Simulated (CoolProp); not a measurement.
Vapour pressure (bar) of ethanol: the reference equation beside estimates from Tc = 241.6 °C, pc = 62.68 bar, ω = 0.644. Clausius-Clapeyron is anchored at 140.95 °C with a constant enthalpy of vaporisation of 32.93 kJ/mol.

Computed with CoolProp (reference Helmholtz-energy equation of state, Schroeder 2014).

| T (°C) | reference | Lee-Kesler | Clausius-Clapeyron | van der Waals | Redlich-Kwong | Soave-Redlich-Kwong | Peng-Robinson |
|---|---|---|---|---|---|---|---|
| 121.25 | 4.437 | 4.440 | 4.813 | 19.63 | 11.25 | 4.478 | 4.506 |
| 127.85 | 5.391 | 5.380 | 5.678 | 21.23 | 12.73 | 5.435 | 5.454 |
| 134.35 | 6.482 | 6.452 | 6.647 | 22.89 | 14.31 | 6.529 | 6.535 |
| 140.95 | 7.761 | 7.703 | 7.761 | 24.66 | 16.04 | 7.808 | 7.798 |
| 147.55 | 9.229 | 9.135 | 9.017 | 26.52 | 17.92 | 9.275 | 9.246 |
| 154.15 | 10.90 | 10.76 | 10.43 | 28.45 | 19.94 | 10.95 | 10.90 |
| 160.65 | 12.77 | 12.58 | 11.98 | 30.45 | 22.08 | 12.82 | 12.74 |
| 167.25 | 14.91 | 14.66 | 13.74 | 32.56 | 24.41 | 14.95 | 14.85 |

Absolute difference from the reference over all 8 rows, mean and median: Lee-Kesler 0.9 and 0.9 %, Clausius-Clapeyron 4.6 and 4.8 %, van der Waals 214.0 and 202.5 %, Redlich-Kwong 103.9 and 100.4 %, Soave-Redlich-Kwong 0.6 and 0.6 %, Peng-Robinson 0.6 and 0.4 %.
